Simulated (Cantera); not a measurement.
An isothermal, constant-pressure homogeneous reactor starts with 0.668 % C₂H₆, 99.3 % N₂, at 1098 K and 0.000170 bar.

Cantera simulation using GRI-Mech 3.0 (53 species, 325 reactions); the numbers are that mechanism's predictions, not measurements. GRI-Mech 3.0 stops at C3 and has no aromatics, soot or wall deposition, so with more carbon than oxygen in the feed, carbon stays in small species such as C2H2 where larger ones or solid carbon would form. Radical loss at walls, strong at low pressure, is not modelled.

### Question
Predict: x(C₂H₆) at 100 s; x(CH₄) at 100 s; x(CH₃) at 100 s; x(C₂H₄) at 100 s; x(HCN) at 100 s; x(H₂) at 100 s; x(H) at 100 s.

### Answer
```
Property                                             Value
----------------  ----------------------------------------
x(C₂H₆) at 100 s    0.00133 (gas-phase equilibrium <1e-12)
x(CH₄) at 100 s    0.00107 (gas-phase equilibrium 2.91e-6)
x(CH₃) at 100 s   5.91e-5 (gas-phase equilibrium 8.85e-10)
x(C₂H₄) at 100 s   0.00419 (gas-phase equilibrium 1.93e-7)
x(HCN) at 100 s     6.07e-9 (gas-phase equilibrium 0.0107)
x(H₂) at 100 s      0.00475 (gas-phase equilibrium 0.0132)
x(H) at 100 s      5.66e-6 (gas-phase equilibrium 2.19e-7)
```
